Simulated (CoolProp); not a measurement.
Vapour pressure (bar) of R142b: the reference equation beside estimates from Tc = 137.1 °C, pc = 40.55 bar, ω = 0.232. Clausius-Clapeyron is anchored at -55.95 °C with a constant enthalpy of vaporisation of 24.93 kJ/mol.

Values from CoolProp's reference Helmholtz-energy equation of state, Lemmon 2006. It is a short technical equation, of lower accuracy than the large ones.

| T (°C) | reference | Lee-Kesler | Clausius-Clapeyron | Redlich-Kwong | Soave-Redlich-Kwong |
|---|---|---|---|---|---|
| -60.65 | 0.06829 | 0.06587 | 0.06855 | 0.1474 | [?] |
| -55.95 | 0.09302 | [?] | 0.09302 | 0.1955 | 0.09168 |
| -51.35 | 0.1240 | [?] | 0.1239 | 0.2540 | 0.1223 |
| -46.65 | 0.1640 | 0.1592 | 0.1640 | 0.3274 | 0.1618 |
| -41.95 | 0.2141 | 0.2083 | 0.2146 | 0.4164 | 0.2112 |
| -37.35 | 0.2745 | 0.2678 | 0.2764 | 0.5209 | 0.2710 |
| -32.65 | 0.3498 | 0.3423 | 0.3543 | 0.6477 | 0.3457 |
| -28.05 | 0.4388 | 0.4305 | 0.4477 | 0.7935 | 0.4340 |
| -23.35 | 0.5477 | 0.5388 | 0.5636 | 0.9672 | 0.5422 |
| -18.65 | 0.6771 | 0.6678 | 0.7034 | 1.168 | 0.6710 |

Q: Fill in the missing entries.

A: 
- -60.65, Soave-Redlich-Kwong: 0.06732
- -55.95, Lee-Kesler: 0.08989
- -51.35, Lee-Kesler: 0.1201

Absolute difference from the reference over all 10 rows, mean and median: Lee-Kesler 2.5 and 2.6 %, Clausius-Clapeyron 1.1 and 0.5 %, Redlich-Kwong 93.0 and 92.1 %, Soave-Redlich-Kwong 1.2 and 1.3 %.
